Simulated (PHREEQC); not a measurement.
Consider water at 90 °C with 8.6 mmol/kgw HF, 0.82 mmol/kgw KF, 0.099 mmol/kgw H2SiF6 and 11 mmol/kgw HCl. It is in equilibrium with CO2 at log p = -2 (atm). Otherwise closed; pH follows from the charge balance.

Computed with PHREEQC (ion-association model, phreeqc.dat).

```
quantity                    before     after
------------------------  --------  --------
pH                            2.03      2.02
ionic strength (mol/kgw)    0.0112    0.0113
HF (mol/kgw)               0.00978   0.00964
F- (mol/kgw)              0.000217  0.000289
H4SiO4 (mol/kgw)           9.84e-5   8.95e-5
HF2- (mol/kgw)             8.76e-6   1.21e-5
SI of Quartz (SiO2)          -0.81     -0.70
```

Task: Which change was made?
A. temperature from 90 to 75 °C
B. temperature from 90 to 25 °C
C. KF from 0.00082 to 0.0082 mol/kgw
D. 0.0066 mol/kgw HNO3 added

Result: A, temperature from 90 to 75 °C

No solid was allowed to form. At this temperature some constants are extrapolated from 25 °C, and those without enthalpy data are left unchanged. SiF6-2 is the database's only silicon fluoride.
